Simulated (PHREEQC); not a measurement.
**Copper plating or etch bath: an equilibrium model**

Make-up at 20 °C: 0.0011 mol Cu(BF4)2, 6.7e-05 mol HBF4 and 0.051 mol Na2SO4 per kg of water. Closed to the air; pH follows from the charge balance.

Equilibrium calculation in PHREEQC: ion-association model, wateq4f.dat.

Precipitation was switched off in this run.

Problem. Predict the pH, ionic strength.

Solution. pH 3.20; ionic strength 0.141 mol/kgw.

Problem. In which forms is B present?

Solution. H3BO3 43 %, BF4- 43 %, BF3OH- 8.6 %, BF2(OH)2- 5.9 % of the B.

Complexes and solids missing from the database can't appear. Real BF4- forms and hydrolyses slowly; the run takes it at equilibrium.
